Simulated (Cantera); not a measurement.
**Catalytic stagnation flow on Pt**

A jet of H₂ : O₂ : N₂ = 0.016 : 0.089 : 0.79 (molar parts), equivalence ratio 0.090 at 300 K and 0.250 bar hits a platinum plate 4.9 cm away at a mass flux of 0.072 kg/m²/s; the plate temperature is set and raised in steps from an oxygen-covered start.

Model: Deutschmann's 1995 Pt surface mechanism with GRI-Mech 3.0 gas chemistry, integrated in Cantera. Catalytic surfaces can have several steady states; this one follows from the mechanism file's or the stated starting coverage.

| plate T (K) | wall x H₂ | wall x O₂ | wall x H₂O | wall x OH | θ free Pt | θ O* | θ OH* |
|---|---|---|---|---|---|---|---|
| 600 | 0.00139 | 0.0816 | 0.0322 | <1e-8 | 0.0281 | 0.965 | 0.00642 |
| 650 | 0.00137 | 0.0817 | 0.0320 | <1e-8 | 0.0298 | 0.966 | 0.00432 |
| 700 | 0.00127 | 0.0817 | 0.0320 | <1e-8 | 0.0338 | 0.963 | 0.00318 |
| 750 | 0.000972 | 0.0814 | 0.0323 | <1e-8 | 0.0465 | 0.951 | 0.00270 |
| 800 | 0.000647 | 0.0811 | 0.0327 | <1e-8 | 0.0736 | 0.924 | 0.00253 |
| 850 | 0.000439 | 0.0810 | 0.0329 | <1e-8 | 0.115 | 0.883 | 0.00240 |
| 900 | 0.000315 | 0.0809 | 0.0330 | 2.61e-8 | 0.166 | 0.832 | 0.00224 |
x: mole fraction at the wall; θ: surface coverage.
